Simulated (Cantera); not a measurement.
A perfectly stirred reactor is fed with NO : N2 : H2O = 1 : 2.8 : 0.19 (molar parts), at 97.5 Torr; it is held at 2000 K, and followed from long to short residence time.

Computed with Cantera and GRI-Mech 3.0 (53 species, 325 reactions).

One state of this run: x NO = 0.242; x N2 = 0.706; x O2 = 0.00442; x NO2 = 2.19e-5; x N2O = 1.31e-5. x: mole fraction; the columns are a selection and need not sum to one.

Which value of τ (s) does it belong to?
A) 0.0019
B) 0.018
C) 0.055
D) 0.17

D, 0.17
